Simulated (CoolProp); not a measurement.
Computed with CoolProp (reference Helmholtz-energy equation of state, Lemmon 2006). It is a short technical equation, of lower accuracy than the large ones.

Q: For C2F6 (R116), give the phase and the Z, cv (kJ/(kg K)), viscosity (µPa s), conductivity (mW/(m K)) at 301.9 K and 34.3 bar; 301.9 K and 38.1 bar.

A: 
- 301.9 K and 34.3 bar: supercritical; Z 0.454, cv 0.832, viscosity 24.2, conductivity 27.6
- 301.9 K and 38.1 bar: supercritical; Z 0.309, cv 0.846, viscosity 40.5, conductivity 34.9

Viscosity comes from a separate model (Huber 2003), an estimate that may be off by 10 % or more. Thermal conductivity comes from a separate model (Huber 2003), an estimate that may be off by 10 % or more.
